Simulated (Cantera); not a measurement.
# Transport properties of process gases

Gas mixture: 100 % C₃H₈, at 0.000210 bar, frozen composition.

Cantera's kinetic-theory transport with the Lennard-Jones parameters of GRI-Mech 3.0, ideal gas; thermal conductivity in the multicomponent form. The composition is frozen, though it would react at the higher temperatures.

| T (K) | ρ (kg/m³) | cp (J/kg/K) | μ (µPa s) | λ (mW/m/K) | Pr | D (cm²/s) H | D (cm²/s) H₂ | D (cm²/s) OH |
|---|---|---|---|---|---|---|---|---|
| 400 | 0.000278 | 2134 | 10.9 | 30.6 | 0.758 | 5470 | 3740 | 1410 |
| 650 | 0.000171 | 3083 | 16.5 | 67.1 | 0.759 | 13100 | 8550 | 3290 |
| 900 | 0.000124 | 3749 | 21.2 | 105 | 0.757 | 23000 | 14800 | 5720 |
| 1150 | 9.68e-5 | 4195 | 25.4 | 141 | 0.755 | 34900 | 22200 | 8640 |
| 1400 | 7.96e-5 | 4523 | 29.1 | 175 | 0.753 | 48600 | 30800 | 12000 |
| 1650 | 6.75e-5 | 4780 | 32.6 | 207 | 0.751 | 64100 | 40500 | 15800 |
| 1900 | 5.86e-5 | 4978 | 35.8 | 238 | 0.749 | 81100 | 51100 | 20000 |
D: mixture-averaged diffusion coefficient of that species in the mixture.
